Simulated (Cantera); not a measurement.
**Boron, boron nitride and boron oxide: BF₃ + H₂O + H₂**

Charge: 1 mol BF₃, 3.5 mol H₂O, 2.6 mol H₂, held at 10.0 mbar.

Method: chemical equilibrium by Gibbs-energy minimisation in Cantera with the NASA 1993 tables (ideal gas, pure condensed phases). Candidate condensed phases: B, B₂O₃, B₃O₃H₃, H₂O; 43 gas species. Gases not in the tables: H₃BO₃. The numbers say what is thermodynamically allowed, not how fast it happens.

| T (°C) | x H₂O | x H₂ | x HF | x BOF | x BF₃ | x HBO₂ | x H | n B₂O₃(l) |
|---|---|---|---|---|---|---|---|---|
| 577 | 0.399 | 0.357 | 0.158 | 8.09e-6 | 0.0785 | 3.98e-6 | 1.22e-10 | 0.128 |
| 677 | 0.376 | 0.354 | 0.199 | 0.000126 | 0.0635 | 5.32e-5 | 3.31e-9 | 0.189 |
| 777 | 0.354 | 0.351 | 0.237 | 0.00113 | 0.0503 | 0.000422 | 4.81e-8 | 0.240 |
| 877 | 0.334 | 0.348 | 0.266 | 0.00662 | 0.0382 | 0.00228 | 4.40e-7 | 0.267 |
| 977 | 0.315 | 0.341 | 0.278 | 0.0275 | 0.0259 | 0.00924 | 2.82e-6 | 0.219 |
| 1077 | 0.297 | 0.326 | 0.255 | 0.0786 | 0.0125 | 0.0289 | 1.36e-5 | 0 |
| 1177 | 0.283 | 0.322 | 0.271 | 0.0886 | 0.00398 | 0.0308 | 5.37e-5 | 0 |
| 1277 | 0.278 | 0.321 | 0.277 | 0.0903 | 0.00123 | 0.0317 | 0.000179 | 0 |
| 1377 | 0.276 | 0.321 | 0.279 | 0.0901 | 0.000420 | 0.0325 | 0.000514 | 0 |
| 1477 | 0.275 | 0.320 | 0.280 | 0.0895 | 0.000160 | 0.0331 | 0.00132 | 0 |
| 1577 | 0.274 | 0.319 | 0.281 | 0.0887 | 6.75e-5 | 0.0336 | 0.00304 | 0 |
| 1677 | 0.273 | 0.317 | 0.281 | 0.0878 | 3.11e-5 | 0.0340 | 0.00645 | 0 |
| 1777 | 0.270 | 0.313 | 0.281 | 0.0868 | 1.54e-5 | 0.0342 | 0.0127 | 0 |
x: gas mole fraction; n: condensed amount in mol.

From 577 °C to 977 °C the condensed part is B₂O₃(l). From 1077 °C to 1777 °C nothing is condensed.
